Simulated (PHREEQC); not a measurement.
A solution holds 12 mmol/kgw CdSO4 and 0.062 mmol/kgw MnSO4, at 70 °C. Closed to the air; pH follows from the charge balance.

Model: ion-association model, phreeqc.dat, run in PHREEQC.

No solid was allowed to form.

**Question.** Predict the pH.

**Answer.** pH 5.77.

**Question.** In which forms is S present?

**Answer.** SO4-2 58 %, CdSO4 38 %, Cd(SO4)2-2 4.6 % of the S.

Away from 25 °C the constants follow the database's enthalpies or fits; those with neither stay at their 25 °C values.
